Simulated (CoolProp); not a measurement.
Model: reference Helmholtz-energy equation of state, Lemmon 2006, in CoolProp. It is a short technical equation, of lower accuracy than the large ones.

### Question
For neopentane, give the phase and the density (kg/m³), cv (kJ/(kg K)), speed of sound (m/s), Joule-Thomson coefficient (K/MPa) at 500.5 K and 852 kPa.

### Answer
- 500.5 K and 852 kPa: gas; density 15.7, cv 2.49, speed of sound 233, Joule-Thomson coefficient 5.28
